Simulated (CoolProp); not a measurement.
Properties of cis-2-butene along the isobar 0.269 MPa.

Values from CoolProp's reference Helmholtz-energy equation of state, Lemmon 2005. It is a short technical equation, of lower accuracy than the large ones.

| T (K) | phase | Z | expansivity (1/kK) | fugacity coefficient |
|---|---|---|---|---|
| 292.5 | liquid | 0.009973 | 1.895 | 0.6246 |
| 311.9 | gas | 0.9275 | 4.175 | 0.9325 |
| 331.3 | gas | (withheld) | 3.699 | (withheld) |
| 350.7 | gas | 0.9529 | 3.351 | (withheld) |
| 370 | gas | 0.9610 | 3.082 | (withheld) |
| 389.4 | gas | (withheld) | (withheld) | 0.9682 |
| 408.8 | gas | (withheld) | (withheld) | 0.9729 |
| 428.1 | gas | 0.9762 | 2.526 | 0.9767 |
| 447.5 | gas | 0.9795 | 2.391 | 0.9798 |
| 466.9 | gas | 0.9822 | 2.272 | 0.9824 |
| 486.3 | gas | 0.9845 | 2.166 | 0.9846 |
| 505.6 | gas | 0.9864 | 2.071 | 0.9865 |
| 525 | gas | 0.9880 | 1.984 | 0.9881 |

### Question
Fill in the missing entries.

### Answer

- 331.3, Z: 0.9422
- 331.3, fugacity coefficient: 0.9453
- 350.7, fugacity coefficient: 0.9550
- 370, fugacity coefficient: 0.9624
- 389.4, Z: 0.9673
- 389.4, expansivity (1/kK): 2.864
- 408.8, Z: 0.9722
- 408.8, expansivity (1/kK): 2.681
